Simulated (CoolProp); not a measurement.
Properties of R115 at several states.

Computed with CoolProp (reference Helmholtz-energy equation of state, Lemmon 2016).

```
T (°C)  p (bar)          phase  density (kg/m³)  speed of sound (m/s)  expansivity (1/kK)
------  -------  -------------  ---------------  --------------------  ------------------
-41.35    0.529            gas            4.336                 114.8               4.657
-81.95     52.6         liquid             1701                 834.5               1.819
-74.45      130         liquid             1695                 840.3               1.732
125.35     34.4  supercritical            225.7                 115.2               7.723
108.95     5.79            gas            29.57                 142.3               3.087
-34.05     2.74         liquid             1529                 591.0               2.333
```
